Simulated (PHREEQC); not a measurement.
Make-up at 25 °C: 6.5e-05 mol/kgw Ag2SO4, 0.0015 mol/kgw HF, 0.003 mol/kgw Cu(NO3)2 and 0.00012 mol/kgw Na2SiF6. Closed to the air; pH follows from the charge balance.

All values are PHREEQC results (ion-association model, wateq4f.dat), not measurements.

- pH = 3.12
- ionic strength = 0.0102 mol/kgw
- total alkalinity = -1.98 meq/kg

```tsv
species	molality	activity	log γ
NO3-	0.00600	0.00539	-0.047
Cu+2	0.00295	0.00199	-0.172
HF	0.00101	0.00101	0.001
F-	0.000977	0.000879	-0.046
H+	0.000837	0.000764	-0.040
Na+	0.000240	0.000216	-0.045
Ag+	0.000129	0.000117	-0.045
H4SiO4	8.84e-5	8.86e-5	0.001
```

Precipitation was switched off in this run. SiF6-2 is the database's only silicon fluoride.
